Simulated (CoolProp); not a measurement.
Properties of dodecamethylpentasiloxane (MD3M) at several states.

Computed with CoolProp (reference Helmholtz-energy equation of state, Thol 2019).

| T (°C) | p (MPa) | phase | Z | cp (kJ/(kg K)) | isothermal compressibility (1/MPa) | expansivity (1/kK) | fugacity coefficient |
|---|---|---|---|---|---|---|---|
| 36.85 | 0.0207 | liquid | 0.003600 | 1.736 | 0.001679 | 1.124 | 0.0008969 |
| 160.45 | 0.162 | liquid | 0.02352 | 2.006 | 0.004988 | 1.455 | 0.08939 |
| -49.25 | 0.0175 | liquid | 0.003839 | 1.476 | 0.0008997 | 1.060 | 1.863e-8 |
| 200.35 | 0.0144 | gas | 0.9819 | 1.813 | 70.75 | 2.278 | 0.9822 |
| 31.35 | 0.136 | liquid | 0.02393 | 1.722 | 0.001607 | 1.115 | 8.703e-5 |
| 149.85 | 0.488 | liquid | 0.07144 | 1.982 | 0.004393 | 1.394 | 0.02159 |
